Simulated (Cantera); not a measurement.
A Cantera script and what it prints.

```python
import numpy as np
import cantera as ct

gas_names = """
    F F2 N NF NF2 NF3 N2 Si SiF SiF2 SiF3 SiF4 SiN Si2 Si2N Si3
""".split()
cond_names = """
    Si(cr) Si(L) Si3N4(a)
""".split()


# ... load() reads the species with a 1 bar reference pressure and builds the phases ...
atoms = {
    'Si': {'Si': 1},
    'NF3': {'N': 1, 'F': 3},
    'N2': {'N': 2},
}
top_T = {'Si3N4(a)': 2400}  # K; cautious upper limits of use, not melting points


# ... equilibrate(T, P, feed) seeds the gas with the atoms and calls Mixture.equilibrate('TP', solver="vcs", rtol=1e-11, max_steps=5000) ...
results = []
feed = {'Si': 1, 'NF3': 6.2, 'N2': 15}  # mol
P = 22000  # Pa
for T in [725, 775, 825, 875, 925, 975, 1025]:
    mix = equilibrate(T, P, feed)
    results.append((T, P, feed, dict(zip(mix.species_names, mix.species_moles))))

top = {s: max(r[3][s] / sum(r[3][g] for g in gas_names) for r in results) for s in gas_names}
cols = sorted((s for s in top if top[s] > 0.0001), key=lambda s: -top[s])[:9]
seen = [c for c in cond_names if any(r[3].get(c, 0) > 1e-12 for r in results)]
print("log10 of partial pressures in bar; condensed amounts in mol")
print(f"{'T/K':>10s}" + "".join(f"{s[:9]:>10s}" for s in cols + seen))
for T, P, feed, n in results:
    ng = sum(n[g] for g in gas_names)
    print(f"{T:10.4g}" + "".join(f"{np.log10(max(n[s] / ng * P / 1e5, 1e-99)):10.3f}" for s in cols)
          + "".join(f"{n.get(c, 0):10.4g}" for c in seen))
```

Result:

```
log10 of partial pressures in bar; condensed amounts in mol
       T/K        N2        F2       NF3         F      SiF4
       725    -0.799    -2.104    -1.365    -3.684    -2.002
       775    -0.804    -1.757    -1.455    -3.131    -2.016
       825    -0.811    -1.514    -1.628    -2.675    -2.037
       875    -0.820    -1.375    -1.895    -2.309    -2.059
       925    -0.828    -1.322    -2.239    -2.018    -2.077
       975    -0.837    -1.325    -2.622    -1.781    -2.091
      1025    -0.847    -1.365    -3.026    -1.586    -2.104
```

These are equilibrium values from Cantera (NASA tables, ideal gas, pure condensed phases), not measurements of a reactor.
